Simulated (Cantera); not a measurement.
Abatement and gas-phase synthesis: SO2 + H2 + O2

Charge: 1 mol SO2, 0.04 mol H2, 0.074 mol O2, held at 2.20 mbar.

Cantera equilibrium calculation (NASA polynomials, part measured and part estimated; ideal gas, pure solids and liquids). Candidate condensed phases: H2O, H2SO4, S; 19 gas species. Equilibrium is a limit: real reactors are often held back by kinetics, nucleation or transport.

| T (°C) | x SO2 | x O2 | x SO | x H2O | x O |
|---|---|---|---|---|---|
| 825 | 0.911 | 0.0466 | 4.44e-9 | 0.0367 | 1.09e-8 |
| 975 | 0.913 | 0.0486 | 2.33e-7 | 0.0366 | 3.13e-7 |
| 1125 | 0.914 | 0.0491 | 5.28e-6 | 0.0365 | 4.33e-6 |
| 1275 | 0.914 | 0.0492 | 6.54e-5 | 0.0364 | 3.61e-5 |
| 1425 | 0.913 | 0.0493 | 0.000518 | 0.0361 | 0.000207 |
| 1575 | 0.909 | 0.0499 | 0.00290 | 0.0352 | 0.000902 |
| 1725 | 0.893 | 0.0530 | 0.0121 | 0.0329 | 0.00324 |
| 1875 | 0.848 | 0.0622 | 0.0375 | 0.0279 | 0.0103 |
x: gas mole fraction; nothing condenses.

From 825 °C to 1875 °C nothing is condensed.
